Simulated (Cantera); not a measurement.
B2H6 + N2 (boron, boron nitride and boron oxide)

Input: 1 mol B2H6, 0.62 mol N2, at 13.0 mbar.

Cantera equilibrium calculation (NASA polynomials, part measured and part estimated; ideal gas, pure solids and liquids). Candidate condensed phases: B, BN; 15 gas species. The feed counts by its element totals alone. N2 is the only nitrogen source here; it is nearly inert below about 1500 K, so the nitride shown seldom forms there in practice. Mutual solubility and eutectic melting of coexisting phases are not modelled. The tables' values for BH2 are old estimates; treat these amounts as uncertain. Rates play no part.

```json
[
 {"T (K)": "923", "log p H2": "-1.89", "log p H": "-10.55", "log p N2": "<-13", "log p BH2": "-11.14", "log p B": "<-13", "n B(s)": "0.760", "n BN(s)": "1.24"},
 {"T (K)": "1073", "log p H2": "-1.89", "log p H": "-8.80", "log p N2": "<-13", "log p BH2": "-9.59", "log p B": "<-13", "n B(s)": "0.760", "n BN(s)": "1.24"},
 {"T (K)": "1223", "log p H2": "-1.89", "log p H": "-7.46", "log p N2": "-12.21", "log p BH2": "-8.42", "log p B": "<-13", "n B(s)": "0.760", "n BN(s)": "1.24"},
 {"T (K)": "1373", "log p H2": "-1.89", "log p H": "-6.42", "log p N2": "-9.87", "log p BH2": "-7.52", "log p B": "-13.51", "n B(s)": "0.760", "n BN(s)": "1.24"},
 {"T (K)": "1523", "log p H2": "-1.89", "log p H": "-5.58", "log p N2": "-8.00", "log p BH2": "-6.79", "log p B": "-11.42", "n B(s)": "0.760", "n BN(s)": "1.24"},
 {"T (K)": "1673", "log p H2": "-1.89", "log p H": "-4.89", "log p N2": "-6.47", "log p BH2": "-6.20", "log p B": "-9.71", "n B(s)": "0.760", "n BN(s)": "1.24"},
 {"T (K)": "1823", "log p H2": "-1.89", "log p H": "-4.31", "log p N2": "-5.19", "log p BH2": "-5.70", "log p B": "-8.28", "n B(s)": "0.763", "n BN(s)": "1.24"},
 {"T (K)": "1973", "log p H2": "-1.89", "log p H": "-3.82", "log p N2": "-4.11", "log p BH2": "-5.29", "log p B": "-7.07", "n B(s)": "0.795", "n BN(s)": "1.20"}
]
```
log p: log10 of the partial pressure in bar; n: condensed amount in mol.

From 923 K to 1973 K the condensed part is B(s) + BN(s).
